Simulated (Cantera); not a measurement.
Charge: 1 mol SiH2Cl2, 0.29 mol NO, 1.8 mol N2, held at 7.00 Pa.

These are equilibrium values from Cantera (NASA tables, ideal gas, pure condensed phases), not measurements of a reactor. Candidate condensed phases: H2O, NH4Cl, Si, SiO2, Si2N2O, Si3N4; 47 gas species. Mutual solubility and eutectic melting of coexisting phases are not modelled. Rates play no part.

### Question
Which condensed phases are stable at each of these points (T (K)): 1250, 1325, 1400, 1475, 1550, 1625, 1700, 1775, 1850, 1925, 2000, 2075?

### Answer
```
T (K)      condensed phases  Si condensed (%)
-----  --------------------  ----------------
1250   Si2N2O(s) + Si3N4(s)              67.4
1325              Si2N2O(s)              58.0
1400              Si2N2O(s)              55.6
1475              Si2N2O(s)              26.5
1550               gas only               0.0
1625               gas only               0.0
1700               gas only               0.0
1775               gas only               0.0
1850               gas only               0.0
1925               gas only               0.0
2000               gas only               0.0
2075               gas only               0.0
```

At 1250 K the condensed part is Si2N2O(s) + Si3N4(s). From 1325 K to 1475 K the condensed part is Si2N2O(s). From 1550 K to 2075 K nothing is condensed.
